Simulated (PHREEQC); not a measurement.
Consider water at 70 °C with 0.06 mol NaOH per kg of water. Closed to the air; pH follows from the charge balance.

The numbers come from PHREEQC with the ion-association model, wateq4f.dat.

This is a speciation only: nothing precipitates in the calculation.

Task: Estimate the pH.

Result: pH 11.48.

Species that the database lacks are ignored. At this temperature some constants are extrapolated from 25 °C, and those without enthalpy data are left unchanged.
